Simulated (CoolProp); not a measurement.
Properties of hexamethyldisiloxane (MM) along the isobar 0.613 MPa (Tc = 245.6 °C, pc = 1.931 MPa, ω = 0.418).

Model: reference Helmholtz-energy equation of state, Thol 2016, in CoolProp.

```
T (°C)   phase  density (kg/m³)  cp (kJ/(kg K))  isothermal compressibility (1/MPa)  expansivity (1/kK)
------  ------  ---------------  --------------  ----------------------------------  ------------------
78.05   liquid            702.8           2.045                            0.003550               1.621
92.65   liquid            685.9           2.088                            0.004195                 ___
107.25  liquid            668.3           2.133                            0.005024               1.840
121.95  liquid            649.7           2.181                            0.006128               1.992
136.55  liquid            630.3           2.231                            0.007634               2.185
151.15  liquid            609.4           2.285                            0.009801               2.444
165.75  liquid            586.6           2.348                             0.01314               2.811
180.35     gas            33.92           2.072                                 ___               5.279
194.95     gas            31.62           2.068                               2.102               4.430
209.55     gas            29.76           2.076                                 ___               3.866
224.15     gas              ___           2.091                               1.950                 ___
238.75     gas            26.89           2.111                               1.902               3.152
253.35     gas            25.73           2.133                               1.864               2.909
267.95     gas            24.70           2.157                               1.834                 ___
282.65     gas            23.76           2.182                               1.809               2.544
```

Question: Fill in the missing entries.

Answer: 
- 92.65, expansivity (1/kK): 1.720
- 180.35, isothermal compressibility (1/MPa): 2.235
- 209.55, isothermal compressibility (1/MPa): 2.013
- 224.15, density (kg/m³): 28.22
- 224.15, expansivity (1/kK): 3.460
- 267.95, expansivity (1/kK): 2.711
